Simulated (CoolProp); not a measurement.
C2F6 (R116) at several states: density (kg/m³) from the reference equation and from simpler models built on Tc = 293.0 K, pc = 3.048 MPa, ω = 0.257; each cubic takes its own stable root.

Computed with CoolProp (reference Helmholtz-energy equation of state, Lemmon 2006). It is a short technical equation, of lower accuracy than the large ones.

| T (K) | p (MPa) | phase | reference | van der Waals | Redlich-Kwong | Soave-Redlich-Kwong |
|---|---|---|---|---|---|---|
| 371.6 | 1.28 | gas | 60.88 | 61.61 | 61.59 | 60.81 |
| 404.7 | 0.0634 | gas | 2.606 | 2.607 | 2.607 | 2.606 |
| 333.6 | 0.0251 | gas | 1.251 | 1.251 | 1.251 | 1.251 |
| 328.1 | 0.303 | gas | 15.68 | 15.69 | 15.72 | 15.69 |
| 250.3 | 11.4 | liquid | 1426 | 999.0 | 1346 | 1376 |
